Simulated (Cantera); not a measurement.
Charge: 1 mol SiCl₄, 5.5 mol NO, 1.6 mol N₂, equilibrated at 8.25 Torr.

Cantera equilibrium calculation (NASA polynomials, part measured and part estimated; ideal gas, pure solids and liquids). Candidate condensed phases: Si, SiO₂, Si₂N₂O, Si₃N₄; 23 gas species. The tables hold silica as quartz up to 1696 K and as liquid above; real silica turns to tridymite and cristobalite and melts near 1996 K. The numbers say what is thermodynamically allowed, not how fast it happens.

Task: Which condensed phases are stable at each of these points (T (°C)): 702, 802, 902, 1002, 1102, 1202, 1302, 1402, 1502, 1602, 1702, 1802?

Result: 
| T (°C) | condensed phases | Si condensed (%) |
|---|---|---|
| 702 | SiO₂(β-quartz) | 100.0 |
| 802 | SiO₂(β-quartz) | 100.0 |
| 902 | SiO₂(β-quartz) | 100.0 |
| 1002 | SiO₂(β-quartz) | 100.0 |
| 1102 | SiO₂(β-quartz) | 100.0 |
| 1202 | SiO₂(β-quartz) | 100.0 |
| 1302 | SiO₂(β-quartz) | 100.0 |
| 1402 | SiO₂(β-quartz) | 100.0 |
| 1502 | SiO₂(condensed) | 100.0 |
| 1602 | SiO₂(condensed) | 100.0 |
| 1702 | SiO₂(condensed) | 100.0 |
| 1802 | SiO₂(l) | 99.7 |

From 702 °C to 1402 °C the condensed part is SiO₂(β-quartz). From 1502 °C to 1702 °C the condensed part is SiO₂(condensed). At 1802 °C the condensed part is SiO₂(l).
